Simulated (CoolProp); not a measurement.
Vapour pressure (MPa) of water: the reference equation beside estimates from Tc = 647.1 K, pc = 22.06 MPa, ω = 0.344. Clausius-Clapeyron is anchored at 408.1 K with a constant enthalpy of vaporisation of 38.90 kJ/mol.

Computed with CoolProp (reference Helmholtz-energy equation of state, Wagner 2002).

```
T (K)  reference  Lee-Kesler  Clausius-Clapeyron  van der Waals
-----  ---------  ----------  ------------------  -------------
408.1     0.3128      0.2993              0.3128          2.541
415.5     0.3862           …              0.3836          2.805
422.9     0.4730      0.4608              0.4672              …
430.2     0.5732           …              0.5636              …
437.6     0.6914      0.6834              0.6774              …
445       0.8282      0.8236              0.8093          4.038
452.3     0.9834      0.9830              0.9589          4.390
459.7      1.163       1.168               1.133              …
467.1          …       1.379               1.331          5.164
474.4      1.596       1.614               1.553          5.576
481.8          …       1.883               1.807          6.016
```

Task: Complete the blanks.

Result: 
- 415.5, Lee-Kesler: 0.3731
- 422.9, van der Waals: 3.086
- 430.2, Lee-Kesler: 0.5627
- 430.2, van der Waals: 3.382
- 437.6, van der Waals: 3.700
- 459.7, van der Waals: 4.767
- 467.1, reference: 1.368
- 481.8, reference: 1.857

Absolute difference from the reference over all 11 rows, mean and median: Lee-Kesler 1.6 and 1.2 %, Clausius-Clapeyron 1.9 and 2.3 %, van der Waals 419.2 and 387.6 %.
